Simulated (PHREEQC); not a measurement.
H2SO4 is added in steps, without added water, to 1 kg of water holding 0.0024 mol Ni(NO3)2 and 0.27 mol NaCl, at 35 °C. Oxygen alone is held at its pressure in air (log pO2 = -0.68). The system is closed to CO2. The run lets Ni(OH)2, Ni4(OH)6SO4, Halite, Mirabilite, Morenosite precipitate or redissolve, and no other solid.

Base run: PHREEQC, ion-association model, wateq4f.dat. Each further column changes one thing. The table gives pH.

```json
[
 {"H2SO4 added (mol)": "0", "base": "6.37", "metal-ligand complexes left out": "6.33", "Debye-Hückel limiting law": "6.58", "Davies equation for every ion": "6.39", "all activity coefficients set to 1": "6.26"},
 {"H2SO4 added (mol)": "0.004375", "base": "2.20", "metal-ligand complexes left out": "2.21", "Debye-Hückel limiting law": "2.35", "Davies equation for every ion": "2.23", "all activity coefficients set to 1": "2.12"},
 {"H2SO4 added (mol)": "0.007875", "base": "1.97", "metal-ligand complexes left out": "1.98", "Debye-Hückel limiting law": "2.11", "Davies equation for every ion": "2.00", "all activity coefficients set to 1": "1.89"},
 {"H2SO4 added (mol)": "0.01225", "base": "1.80", "metal-ligand complexes left out": "1.82", "Debye-Hückel limiting law": "1.93", "Davies equation for every ion": "1.83", "all activity coefficients set to 1": "1.73"},
 {"H2SO4 added (mol)": "0.01575", "base": "1.70", "metal-ligand complexes left out": "1.72", "Debye-Hückel limiting law": "1.83", "Davies equation for every ion": "1.73", "all activity coefficients set to 1": "1.63"},
 {"H2SO4 added (mol)": "0.02013", "base": "1.61", "metal-ligand complexes left out": "1.63", "Debye-Hückel limiting law": "1.74", "Davies equation for every ion": "1.64", "all activity coefficients set to 1": "1.54"},
 {"H2SO4 added (mol)": "0.02363", "base": "1.55", "metal-ligand complexes left out": "1.57", "Debye-Hückel limiting law": "1.68", "Davies equation for every ion": "1.58", "all activity coefficients set to 1": "1.48"},
 {"H2SO4 added (mol)": "0.028", "base": "1.49", "metal-ligand complexes left out": "1.51", "Debye-Hückel limiting law": "1.61", "Davies equation for every ion": "1.52", "all activity coefficients set to 1": "1.42"}
]
```
